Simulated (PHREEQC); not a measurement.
PHREEQC input (ion-association model, wateq4f.dat):

```
SOLUTION 1
  temp 7.1
  units mmol/kgw
  pH 7 charge
  S(6) 50
  Cu(2) 9
  Cl 5.6
  Na 82
SOLUTION 2
  temp 7.1
  units mmol/kgw
  pH 7 charge
  Si 1.4
  F 8.4
  Na 2.8
END
SELECTED_OUTPUT 1
  -reset false
  -pH true
  -pe true
  -ionic_strength true
  -water true
  -totals Cl Cu F Na S Si Cu(1) Cu(2) S(-2) S(6)
  -molalities H+ Cl- Cu+2 F- Na+ SO4-2 H4SiO4 H3SiO4- H2SiO4-2 NaSO4-
    HSO4- H2S HS- S-2 O2 OH- SiF6-2 HF HF2- CuCl2-
    CuCl3-2 Cu+ CuCl+ CuCl2 CuCl3- CuCl4-2 CuF+ CuOH+ Cu(OH)2 Cu(OH)3-
    Cu(OH)4-2 Cu2(OH)2+2 CuSO4 Cu(HS)3- H2F2 NaF
  -equilibrium_phases Cu(OH)2 Brochantite Antlerite Atacamite SiO2(a) Halite Mirabilite Chalcanthite CuF2:2H2O
PRINT
  -reset false
MIX 1
  1 1
  2 0
EQUILIBRIUM_PHASES 1
  Cu(OH)2 0 0
  Brochantite 0 0
  Antlerite 0 0
  Atacamite 0 0
  SiO2(a) 0 0
  Halite 0 0
  Mirabilite 0 0
  Chalcanthite 0 0
  CuF2:2H2O 0 0
  O2(g) -0.68 10
END
# ... the last block is repeated for the other 10 points of share of solution B
```

Selected output (columns that matter, 11 of 11 rows; share of solution B added in front):

```
share of solution B	pH	mu	Cl	Cu	F	Na	S	Si	m_H+	m_Cl-	m_Cu+2	m_F-	m_Na+	m_SO4-2
0	2.6343	0.13311	0.0056	0.009	0	0.082	0.05	0	0.0028387	0.0055893	0.0047883	0	0.077429	0.038467
0.1	2.6613	0.12096	0.00504	0.0081001	0.00084001	0.074081	0.045	0.00014	0.0026549	0.005031	0.004372	0.00028322	0.070184	0.034982
0.2	2.6919	0.10878	0.00448	0.0072001	0.00168	0.066161	0.04	0.00028	0.0024614	0.0044726	0.0039536	0.00042349	0.062906	0.031448
0.3	2.7268	0.096517	0.00392	0.0063001	0.00252	0.05824	0.035	0.00042	0.0022582	0.003914	0.0035304	0.0005002	0.05559	0.027858
0.4	2.7667	0.084124	0.00336	0.0054	0.00336	0.05032	0.03	0.00056	0.0020465	0.0033553	0.0031001	0.00056522	0.048231	0.024205
0.5	2.8129	0.071578	0.0028	0.0045	0.0042	0.0424	0.025	0.0007	0.0018258	0.0027965	0.0026603	0.00063084	0.040825	0.02048
0.6	2.8673	0.058849	0.00224	0.0036	0.00504	0.03448	0.02	0.00084	0.0015957	0.0022375	0.0022079	0.00070398	0.033367	0.016671
0.7	2.9329	0.045896	0.00168	0.0027	0.00588	0.02656	0.015	0.00098	0.0013561	0.0016785	0.0017376	0.00079172	0.02585	0.01276
0.8	3.014	0.032653	0.00112	0.0018	0.00672	0.01864	0.01	0.00112	0.0011079	0.0011192	0.0012396	0.00090407	0.018262	0.008723
0.9	3.1169	0.018987	0.00056	0.0009	0.00756	0.01072	0.005	0.00126	0.0008546	0.00055975	0.00069086	0.0010567	0.010589	0.0045124
1	3.2485	0.0044641	0	0	0.0084	0.0028	0	0.0014	0.00060146	0	0	0.0012679	0.0027982	0
```

Away from 25 °C the constants follow the database's enthalpies or fits; those with neither stay at their 25 °C values. SiF6-2 is the database's only silicon fluoride.
